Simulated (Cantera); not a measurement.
Input: 1 mol Si3N4, a varied amount of H2O, equilibrated at 1525 K and 5.30 mbar.

Equilibrium computed with Cantera from the NASA thermochemical tables; the gas is ideal and each condensed phase is pure. Candidate condensed phases: H2O, Si, SiO2, Si2N2O, Si3N4; 35 gas species. Mutual solubility and eutectic melting of coexisting phases are not modelled. The numbers say what is thermodynamically allowed, not how fast it happens.

Question: At 0.72 mol H2O, list the 4 most abundant gas species with their mole fractions, and the condensed phases.

Answer: H2 0.750, N2 0.250, H 0.000281, SiO 0.000115. Condensed: Si2N2O(s) + Si3N4(s).
